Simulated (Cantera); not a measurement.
Feed: 1 mol KCl, 6 mol H2, 19 mol N2, at 1.00 bar.

Equilibrium computed with Cantera from the NASA thermochemical tables; the gas is ideal and each condensed phase is pure. Candidate condensed phases: K, KCl, NH4Cl; 17 gas species. Kinetics and transport are ignored.

**Question.** Which condensed phases are stable at each of these points (T (°C)): 402, 552, 702, 852, 1002, 1152, 1302?

**Answer.** 
| T (°C) | condensed phases | K condensed (%) |
|---|---|---|
| 402 | KCl(s) | 100.0 |
| 552 | KCl(s) | 100.0 |
| 702 | KCl(s) | 99.7 |
| 852 | KCl(l) | 92.1 |
| 1002 | KCl(l) | 30.4 |
| 1152 | gas only | 0.0 |
| 1302 | gas only | 0.0 |

From 402 °C to 702 °C the condensed part is KCl(s). From 852 °C to 1002 °C the condensed part is KCl(l). From 1152 °C to 1302 °C nothing is condensed.
